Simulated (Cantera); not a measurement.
## Titanium nitride, carbide and oxide coatings: Ti + C3H8

A closed system holds: 1 mol Ti, 1 mol C3H8, held at 1275 °C and 1.33 mbar.

Method: chemical equilibrium by Gibbs-energy minimisation in Cantera with the NASA 1993 tables (ideal gas, pure condensed phases). Candidate condensed phases: C, C6H6, C7H8, C8H18, Ti, TiC; 77 gas species. TiC: taken at fixed stoichiometry. The numbers say what is thermodynamically allowed, not how fast it happens.

```json
{
  "x(H2)": "0.999",
  "x(H)": "0.000843",
  "x(C2H2 (acetylene))": "1.57e-5",
  "x(CH4)": "2.73e-6",
  "n(C(graphite))": "2.00 mol",
  "n(TiC(s))": "1.00 mol",
  "gas_amount": "4.002 mol",
  "log10 activity of Ti(β) (absent)": "-5.57"
}
```
